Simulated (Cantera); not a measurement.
A closed system holds: 1 mol HMDSO, 0.3 mol CO₂, a varied amount of N₂, at 1050 K and 7.50 Torr.

Method: chemical equilibrium by Gibbs-energy minimisation in Cantera with the NASA 1993 tables (ideal gas, pure condensed phases). Candidate condensed phases: C, C₆H₆, C₇H₈, C₈H₁₈, H₂O, Si, SiC, SiO₂, Si₂N₂O, Si₃N₄; 151 gas species. The feed counts by its element totals alone. N₂ is the only nitrogen source here; it is nearly inert below about 1500 K, so the nitride shown seldom forms there in practice. Mutual solubility and eutectic melting of coexisting phases are not modelled. Kinetics and transport are ignored.

Problem. Which condensed phases are stable at each of these points (n(N₂) (mol)): 21, 29, 40, 54, 74, 100, 140?

Solution. 
```
n(N₂) (mol)                          condensed phases  Si condensed (%)
-----------  ----------------------------------------  ----------------
21           C(graphite) + SiO₂(β-quartz) + Si₂N₂O(s)             100.0
29                            C(graphite) + Si₂N₂O(s)             100.0
40                            C(graphite) + Si₂N₂O(s)             100.0
54                            C(graphite) + Si₂N₂O(s)             100.0
74                            C(graphite) + Si₂N₂O(s)             100.0
100                           C(graphite) + Si₂N₂O(s)             100.0
140                           C(graphite) + Si₂N₂O(s)             100.0
```

At 21 mol N₂ the condensed part is C(graphite) + SiO₂(β-quartz) + Si₂N₂O(s). From 29 mol N₂ to 140 mol N₂ the condensed part is C(graphite) + Si₂N₂O(s).
